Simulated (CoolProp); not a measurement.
Vapour-liquid equilibrium of propane (1) + cyclopropane (2) at 20 bar; x and y are mole fractions of (1).

Model: multi-fluid Helmholtz-energy mixture model, Lemmon 2009 and Polt 1992; pair parameters Bell 2016, in CoolProp. This equation is an older, rougher fit; its heat capacities, sound speeds and derivatives of the liquid may be far off and weren't checked against measurements.

```tsv
x	bubble temperature (°C)	y at the bubble point	dew temperature at overall composition x (°C)	liquid density (mol/L)
0.05	67.1	0.065	67.4	12.73
0.15	65.1	0.185	65.7	12.38
0.25	(withheld)	(withheld)	64.0	(withheld)
0.35	61.8	0.398	62.5	11.71
0.45	60.5	(withheld)	61.1	11.38
0.55	(withheld)	0.586	59.8	11.08
0.65	58.5	0.676	58.7	10.78
0.75	57.9	0.765	58.0	10.50
0.85	57.4	0.856	57.4	10.22
0.95	57.2	0.950	57.2	9.966
```

**Question.** Fill in the missing entries.

**Answer.** 
- 0.25, bubble temperature (°C): 63.3
- 0.25, y at the bubble point: 0.296
- 0.25, liquid density (mol/L): 12.04
- 0.45, y at the bubble point: 0.494
- 0.55, bubble temperature (°C): 59.4

No azeotrope shows between x = 0.05 and 0.95.

The pair parameters rest on a limited set of measurements; away from them the model extrapolates.
